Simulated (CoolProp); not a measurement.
Properties of R11 along the isotherm 238.4 K.

Model: reference Helmholtz-energy equation of state, Jacobsen 1992, in CoolProp.

```json
[
 {"p (kPa)": "138", "phase": "liquid", "cp (kJ/(kg K))": "0.8353", "Joule-Thomson coefficient (K/MPa)": "-0.5065", "viscosity (µPa s)": "883", "conductivity (mW/(m K))": "105"},
 {"p (kPa)": "275", "phase": "liquid", "cp (kJ/(kg K))": "0.8352", "Joule-Thomson coefficient (K/MPa)": "-0.5067", "viscosity (µPa s)": "885", "conductivity (mW/(m K))": "105"},
 {"p (kPa)": "413", "phase": "liquid", "cp (kJ/(kg K))": "0.8351", "Joule-Thomson coefficient (K/MPa)": "-0.5070", "viscosity (µPa s)": "886", "conductivity (mW/(m K))": "105"},
 {"p (kPa)": "551", "phase": "liquid", "cp (kJ/(kg K))": "0.8350", "Joule-Thomson coefficient (K/MPa)": "-0.5072", "viscosity (µPa s)": "887", "conductivity (mW/(m K))": "105"},
 {"p (kPa)": "689", "phase": "liquid", "cp (kJ/(kg K))": "0.8349", "Joule-Thomson coefficient (K/MPa)": "-0.5074", "viscosity (µPa s)": "888", "conductivity (mW/(m K))": "105"},
 {"p (kPa)": "826", "phase": "liquid", "cp (kJ/(kg K))": "0.8348", "Joule-Thomson coefficient (K/MPa)": "-0.5076", "viscosity (µPa s)": "889", "conductivity (mW/(m K))": "105"},
 {"p (kPa)": "964", "phase": "liquid", "cp (kJ/(kg K))": "0.8347", "Joule-Thomson coefficient (K/MPa)": "-0.5079", "viscosity (µPa s)": "890", "conductivity (mW/(m K))": "105"},
 {"p (kPa)": "1100", "phase": "liquid", "cp (kJ/(kg K))": "0.8346", "Joule-Thomson coefficient (K/MPa)": "-0.5081", "viscosity (µPa s)": "891", "conductivity (mW/(m K))": "105"},
 {"p (kPa)": "1240", "phase": "liquid", "cp (kJ/(kg K))": "0.8345", "Joule-Thomson coefficient (K/MPa)": "-0.5083", "viscosity (µPa s)": "893", "conductivity (mW/(m K))": "105"},
 {"p (kPa)": "1380", "phase": "liquid", "cp (kJ/(kg K))": "0.8344", "Joule-Thomson coefficient (K/MPa)": "-0.5085", "viscosity (µPa s)": "894", "conductivity (mW/(m K))": "105"},
 {"p (kPa)": "1520", "phase": "liquid", "cp (kJ/(kg K))": "0.8343", "Joule-Thomson coefficient (K/MPa)": "-0.5087", "viscosity (µPa s)": "895", "conductivity (mW/(m K))": "105"},
 {"p (kPa)": "1650", "phase": "liquid", "cp (kJ/(kg K))": "0.8342", "Joule-Thomson coefficient (K/MPa)": "-0.5089", "viscosity (µPa s)": "896", "conductivity (mW/(m K))": "105"},
 {"p (kPa)": "1790", "phase": "liquid", "cp (kJ/(kg K))": "0.8341", "Joule-Thomson coefficient (K/MPa)": "-0.5092", "viscosity (µPa s)": "897", "conductivity (mW/(m K))": "105"},
 {"p (kPa)": "1930", "phase": "liquid", "cp (kJ/(kg K))": "0.8340", "Joule-Thomson coefficient (K/MPa)": "-0.5094", "viscosity (µPa s)": "898", "conductivity (mW/(m K))": "105"},
 {"p (kPa)": "2070", "phase": "liquid", "cp (kJ/(kg K))": "0.8339", "Joule-Thomson coefficient (K/MPa)": "-0.5096", "viscosity (µPa s)": "900", "conductivity (mW/(m K))": "106"},
 {"p (kPa)": "2200", "phase": "liquid", "cp (kJ/(kg K))": "0.8338", "Joule-Thomson coefficient (K/MPa)": "-0.5098", "viscosity (µPa s)": "901", "conductivity (mW/(m K))": "106"}
]
```

Viscosity comes from a separate model (Klein 1997), an estimate that may be off by 10 % or more. Thermal conductivity comes from a separate model (McLinden 2000), an estimate that may be off by 10 % or more.
